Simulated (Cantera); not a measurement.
# Adiabatic ignition

An adiabatic, constant-volume homogeneous reactor starts with 12.2 % CO, 0.634 % H2, 18.3 % O2, 68.9 % N2, at 1350 K and 390000 Pa.

Cantera simulation using GRI-Mech 3.0 (53 species, 325 reactions); the numbers are that mechanism's predictions, not measurements. The hydrogen kinetics of GRI-Mech 3.0 are dated; newer H2 mechanisms differ, most at raised pressure.

```
t (s)     T (K)  P (bar)     x CO      x H2   x O2      x OH     x NO2    x H2O2
--------  -----  -------  -------  --------  -----  --------  --------  --------
2.00e-6    1350     3.90    0.122   0.00634  0.183   1.90e-8    <1e-12  5.69e-12
7.52e-6    1350     3.90    0.122   0.00634  0.183   4.28e-7    <1e-12  3.70e-10
2.83e-5    1397     4.03    0.117   0.00302  0.177  0.000887  3.82e-10   2.69e-6
0.000106   2286     6.28   0.0215  0.000134  0.130   0.00305   7.30e-7   7.38e-8
0.000399   2489     6.76  0.00526   3.85e-5  0.127   0.00192   2.17e-6   3.71e-8
0.00150    2488     6.75  0.00474   3.55e-5  0.126   0.00183   6.79e-6   3.65e-8
0.00565    2474     6.71  0.00447   3.39e-5  0.122   0.00175   1.81e-5   3.51e-8
0.0212     2462     6.68  0.00425   3.25e-5  0.120   0.00168   2.75e-5   3.40e-8
0.0798     2461     6.68  0.00423   3.24e-5  0.120   0.00168   2.81e-5   3.39e-8
0.300      2461     6.68  0.00423   3.24e-5  0.120   0.00168   2.81e-5   3.39e-8
```
x: mole fraction; the columns are a selection and need not sum to one.

The time of steepest temperature rise comes out as 60.9 µs and the temperature at 0.300 s is 2461 K. The equilibrium temperature is 2461 K and the x(CO) at 0.300 s comes out as 0.00423 (gas-phase equilibrium 0.00423). The x(H2) at 0.300 s is 3.24e-5 (gas-phase equilibrium 3.24e-5) and the x(O2) at 0.300 s is 0.120 (gas-phase equilibrium 0.120).
